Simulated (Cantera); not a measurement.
Charge: 1 mol HgO, a varied amount of N2, equilibrated at 277 °C and 17.3 Torr.

Cantera equilibrium calculation (NASA polynomials, part measured and part estimated; ideal gas, pure solids and liquids). Candidate condensed phases: Hg, HgO; 10 gas species. Rates play no part.

Question: Which condensed phases are stable at each of these points (n(N2) (mol)): 0.21, 0.49, 1.2, 2.8, 6.6, 16, 37, 88?

Answer: 
| n(N2) (mol) | condensed phases | Hg condensed (%) |
|---|---|---|
| 0.21 | HgO(s) | 94.7 |
| 0.49 | HgO(s) | 87.7 |
| 1.2 | HgO(s) | 69.9 |
| 2.8 | HgO(s) | 29.8 |
| 6.6 | gas only | 0.0 |
| 16 | gas only | 0.0 |
| 37 | gas only | 0.0 |
| 88 | gas only | 0.0 |

From 0.21 mol N2 to 2.8 mol N2 the condensed part is HgO(s). From 6.6 mol N2 to 88 mol N2 nothing is condensed.
